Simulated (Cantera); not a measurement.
## Thermodynamics of tantalum, niobium, vanadium and zirconium in process gases, feed Nb + N2O

Input: 1 mol Nb, 13 mol N2O, at 0.133 bar.

Method: chemical equilibrium by Gibbs-energy minimisation in Cantera with the NASA 1993 tables (ideal gas, pure condensed phases). Candidate condensed phases: Nb, NbO, NbO2, Nb2O5; 12 gas species. Condensed phases not in the tables: the oxides between NbO2 and Nb2O5. The numbers say what is thermodynamically allowed, not how fast it happens.

```tsv
T (K)	log p N2	log p O2	log p NO	log p O	log p NO2	log p NbO2	log p N2O	n Nb2O5(s)	n Nb2O5(l)
850	-1.02	-1.42	-6.18	-12.84	-7.28	<-12	-10.64	0.500	0
1000	-1.02	-1.42	-5.33	-10.51	-6.97	<-12	-9.88	0.500	0
1150	-1.02	-1.42	-4.71	-8.79	-6.74	<-12	-9.31	0.500	0
1300	-1.02	-1.42	-4.23	-7.46	-6.56	<-12	-8.87	0.500	0
1450	-1.02	-1.42	-3.85	-6.41	-6.42	<-12	-8.52	0.500	0
1600	-1.02	-1.42	-3.54	-5.55	-6.31	-11.66	-8.23	0.500	0
1750	-1.02	-1.42	-3.29	-4.84	-6.21	-9.65	-7.98	0.500	0
1900	-1.02	-1.42	-3.07	-4.24	-6.13	-8.06	-7.78	0	0.500
2050	-1.03	-1.42	-2.89	-3.72	-6.06	-6.74	-7.60	0	0.500
```
log p: log10 of the partial pressure in bar; n: condensed amount in mol.

From 850 K to 1750 K the condensed part is Nb2O5(s). From 1900 K to 2050 K the condensed part is Nb2O5(l).
